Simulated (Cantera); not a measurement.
A perfectly stirred reactor is fed with CH₄ : O₂ : N₂ = 1 : 2.9 : 10.9 (molar parts), equivalence ratio 0.69, at 1.00 atm; it is adiabatic with a 600 K inlet, and is followed from long to short residence time, starting on the burning branch (τ in s: 0.064, 0.028, 0.012, 0.0052, 0.0023, 0.00098, 0.00042, 0.00018, 7.9e-05).

Model: GRI-Mech 3.0 (53 species, 325 reactions), integrated in Cantera.

x: mole fraction; the columns are a selection and need not sum to one.

```
τ (s)    T (K)     x CH₄    x O₂    x C₂H₄   x CH₂CO       x H
-------  -----  --------  ------  --------  --------  --------
0.064     2038   6.38e-6  0.0604  4.11e-10  2.89e-10   7.28e-5
0.028     2030   1.17e-5  0.0606   1.14e-9  8.39e-10  0.000125
0.012     2016   2.09e-5  0.0608   2.70e-9         …  0.000245
0.0052    1995   3.65e-5  0.0613   5.71e-9         …  0.000492
0.0023    1963   6.35e-5  0.0621   1.16e-8         …  0.000955
0.00098   1917  0.000118  0.0635   2.63e-8         …   0.00179
0.00042   1857  0.000235  0.0657   7.04e-8         …   0.00302
0.00018   1781  0.000534  0.0697   2.62e-7         …   0.00434
7.9e-5    1673   0.00171  0.0792   2.22e-6         …   0.00436
```

**Question.** Some entries are withheld; supply them.

**Answer.** 
- 0.012, x CH₂CO: 2.25e-9
- 0.0052, x CH₂CO: 5.43e-9
- 0.0023, x CH₂CO: 1.22e-8
- 0.00098, x CH₂CO: 2.87e-8
- 0.00042, x CH₂CO: 7.33e-8
- 0.00018, x CH₂CO: 2.39e-7
- 7.9e-5, x CH₂CO: 1.56e-6
